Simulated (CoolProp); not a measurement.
The numbers come from the reference Helmholtz-energy equation of state, Lemmon 2006 in CoolProp. It is a short technical equation, of lower accuracy than the large ones.

Problem. Give the vapour pressure (MPa), vapour Z, surface tension (mN/m) of saturated n-decane at 332.7 K.

Solution. 
| T (K) | p (MPa) | vapour Z | surface tension (mN/m) |
|---|---|---|---|
| 332.7 | 0.00149 | 0.997 | 20.2 |

Surface tension comes from a separate correlation (Mulero 2012).
